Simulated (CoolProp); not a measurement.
R236FA along the isotherm 126.85 °C: fugacity coefficient from the reference equation and from simpler models built on Tc = 124.9 °C, pc = 3.191 MPa, ω = 0.377; each cubic takes its own stable root.

Model: reference Helmholtz-energy equation of state, Pan 2012, in CoolProp.

```csv
p (MPa),phase,reference,van der Waals,Redlich-Kwong,Soave-Redlich-Kwong,Peng-Robinson
0.0151,gas,0.9984,0.9986,0.9984,0.9984,0.9982
0.0245,gas,0.9974,0.9977,0.9974,0.9974,0.9971
0.0395,gas,0.9958,0.9964,0.9958,0.9959,0.9954
0.0638,gas,0.9932,0.9941,0.9933,0.9933,0.9925
0.103,gas,0.9890,0.9905,0.9892,0.9892,0.9880
0.167,gas,0.9822,0.9847,0.9825,0.9825,0.9806
0.269,gas,0.9713,0.9753,0.9718,0.9719,0.9688
0.435,gas,0.9538,0.9601,0.9546,0.9547,0.9498
0.703,gas,0.9256,0.9357,0.9269,0.9272,0.9195
1.14,gas,0.8803,0.8959,0.8824,0.8828,0.8710
1.83,gas,0.8095,0.8328,0.8129,0.8136,0.7966
2.96,gas,0.6914,0.7249,0.6976,0.6989,0.6763
4.79,supercritical,0.4875,0.5328,0.5023,0.5047,0.4824
```
